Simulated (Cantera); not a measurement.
Input: 1 mol V, 0.23 mol N2O, 0.34 mol N2, at 1750 °C and 0.203 Torr.

Equilibrium computed with Cantera from the NASA thermochemical tables; the gas is ideal and each condensed phase is pure. Candidate condensed phases: V, VN, VO, V2O3, V2O4, V2O5; 13 gas species. Mutual solubility and eutectic melting of coexisting phases are not modelled. VO: taken at fixed stoichiometry. Condensed phases not in the tables: V2N, N, O or C dissolved in the metal. Rates play no part.

Base state: N2 0.977, V 0.0120, VO 0.0102, VO2 0.000828 (mole fractions); condensed: V(s) + VO(s).

Question: What changes in the equilibrium state with this change: temperature from 1750 °C to 875 °C?

Answer: 
```
species         before   after
------------  --------  ------
N2               0.977    1.00
V               0.0120   <1e-9
VO              0.0102   <1e-9
VO2           0.000828   <1e-9
V(s), mol        0.763       0
VO(s), mol       0.223       0
VN(s), mol           0   0.847
V2O3(s), mol         0  0.0767
```
VN: taken at fixed stoichiometry. Condensed phases not in the tables: the oxides between V2O3 and V2O5 other than VO2, V2N.

Question: What changes in the equilibrium state with this change: temperature from 1750 °C to 725 °C?

Answer: 
| species | before | after |
|---|---|---|
| N2 | 0.977 | 1.00 |
| V | 0.0120 | <1e-9 |
| VO | 0.0102 | <1e-9 |
| VO2 | 0.000828 | <1e-9 |
| V(s), mol | 0.763 | 0 |
| VO(s), mol | 0.223 | 0 |
| VN(s), mol | 0 | 0.847 |
| V2O3(s), mol | 0 | 0.0767 |
VN: taken at fixed stoichiometry. Condensed phases not in the tables: the oxides between V2O3 and V2O5 other than VO2, V2N.
